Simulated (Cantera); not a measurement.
Standard-state values (1 bar) from the NASA 1993 polynomials, evaluated with Cantera. Values are per mole of reaction as written; species without (g) are pure solids or liquids, kept so even where they would boil at 1 bar.

Between 498 and 673 K, where is each reaction favourable under standard conditions?
- P₄O₁₀ + 10 H₂O(g) → 2 P₂(g) + 10 H₂O₂(g)


- P₄O₁₀ + 10 H₂O(g) → 2 P₂(g) + 10 H₂O₂(g): ΔG° is 4025 kJ at 498 K and 3918 kJ at 673 K; it stays positive (K < 1). ΔH° is 4322 kJ and ΔS° 601 J/K at 673 K.
